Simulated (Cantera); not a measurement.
# Hydrocarbon pyrolysis for carbon deposition

An isothermal, constant-pressure homogeneous reactor starts with 1.28 % C₂H₆, 98.7 % N₂, at 1950 K and 0.938 atm.

Cantera simulation using GRI-Mech 3.0 (53 species, 325 reactions); the numbers are that mechanism's predictions, not measurements. GRI-Mech 3.0 stops at C3 and has no aromatics, soot or wall deposition, so with more carbon than oxygen in the feed, carbon stays in small species such as C2H2 where larger ones or solid carbon would form.

```
t (s)       x C₂H₆    x CH₂     x HCN    x H₂     x CH₄    x C₂H₄
--------  --------  -------  --------  ------  --------  --------
0.000200   2.76e-6  3.94e-6   6.76e-5  0.0215   0.00196  0.000145
0.000406   1.34e-6  2.19e-6   7.00e-5  0.0220   0.00175   5.13e-5
0.000825   7.84e-7  1.55e-6   7.25e-5  0.0225   0.00148   2.78e-5
0.00168    4.48e-7  1.20e-6   7.62e-5  0.0231   0.00112   1.65e-5
0.00340    2.01e-7  8.47e-7   8.18e-5  0.0237  0.000731   8.67e-6
0.00691    6.83e-8  5.19e-7   8.94e-5  0.0242  0.000418   4.60e-6
0.0140     1.88e-8  2.82e-7   9.84e-5  0.0245  0.000215   3.13e-6
0.0285     4.51e-9  1.41e-7  0.000108  0.0247  0.000104   2.73e-6
0.0579    9.80e-10  6.63e-8  0.000119  0.0248   4.83e-5   2.64e-6
0.118     1.95e-10  2.93e-8  0.000128  0.0249   2.11e-5   2.62e-6
0.239     4.28e-11  1.27e-8  0.000137  0.0249   9.14e-6   2.62e-6
0.485     1.90e-11  7.26e-9  0.000144  0.0249   5.19e-6   2.62e-6
0.985     1.70e-11  6.59e-9  0.000154  0.0249   4.71e-6   2.62e-6
2.00      1.74e-11  6.75e-9  0.000174  0.0249   4.82e-6   2.62e-6
```
x: mole fraction; the columns are a selection and need not sum to one.

Equilibrium at this temperature and pressure: C₂H₆ 3.75e-12, CH₂ 3.75e-9, HCN 0.0226, H₂ 0.0249, CH₄ 2.67e-6, C₂H₄ 2.53e-7 (gas phase only).
